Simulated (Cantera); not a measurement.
An isothermal, constant-pressure homogeneous reactor starts with H2 : O2 = 0.014 : 1 (molar parts), at 1098 K and 1.58 Torr. Integrator tolerance rtol = 1e-08.

Cantera simulation using the H2/O2 subset of GRI-Mech 3.0, which has no nitrogen chemistry; the numbers are that mechanism's predictions, not measurements. Radical loss at walls, strong at low pressure, is not modelled.

### Question
What does this change do: O2 1 to 0.55 parts?

### Answer
| quantity | before | after |
|---|---|---|
| x(H2) at 3.00 s | 3.72e-5 (gas-phase equilibrium 3.86e-10) | 6.93e-5 (gas-phase equilibrium 7.01e-10) |
| x(O2) at 3.00 s | 0.981 (gas-phase equilibrium 0.986) | 0.969 (gas-phase equilibrium 0.975) |
| x(H) at 3.00 s | 0.000319 (gas-phase equilibrium 1.07e-11) | 0.000443 (gas-phase equilibrium 1.44e-11) |
| x(H2O) at 3.00 s | 0.0134 (gas-phase equilibrium 0.0139) | 0.0244 (gas-phase equilibrium 0.0251) |
| x(HO2) at 3.00 s | 2.17e-7 (gas-phase equilibrium 9.89e-10) | 3.03e-7 (gas-phase equilibrium 1.32e-9) |
| x(O) at 3.00 s | 0.00503 (gas-phase equilibrium 5.18e-8) | 0.00509 (gas-phase equilibrium 5.15e-8) |
